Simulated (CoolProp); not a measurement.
Vapour-liquid equilibrium of propylene (1) + R115 (2) at 297.1 K; x and y are mole fractions of (1).

Values from CoolProp's multi-fluid Helmholtz-energy mixture model, Lemmon 2013 and Lemmon 2016; pair parameters Bell 2016.

```tsv
x	bubble pressure, mixture model (kPa)	bubble pressure, Raoult's law (kPa)	y, mixture model	y, Raoult's law
0.05	…	891.3	…	0.063
0.125	993.9	909.7	0.199	0.155
0.2	1053	928.1	…	0.242
0.275	…	946.5	0.373	0.327
0.35	1145	964.9	0.442	0.408
0.425	1178	983.3	0.503	0.486
0.5	1203	1002	…	0.561
0.575	1220	1020	0.612	0.634
0.65	1229	1039	0.664	0.704
0.725	1230	1057	…	0.771
0.8	…	1075	0.775	0.837
0.875	…	1094	0.843	0.900
0.95	1163	1112	0.928	0.960
```

### Question
What belongs in the gaps?

### Answer

- 0.05, bubble pressure, mixture model (kPa): 927.1
- 0.05, y, mixture model: 0.087
- 0.2, y, mixture model: 0.293
- 0.275, bubble pressure, mixture model (kPa): 1103
- 0.5, y, mixture model: 0.559
- 0.725, y, mixture model: 0.717
- 0.8, bubble pressure, mixture model (kPa): 1221
- 0.875, bubble pressure, mixture model (kPa): 1200

The largest gap from Raoult's law is +20.1 % in bubble pressure, at x = 0.5. y crosses x between x = 0.65 and 0.725: the model has an azeotrope there.

Pair parameters are fitted to limited data, so mixtures are less certain than the pure fluids.
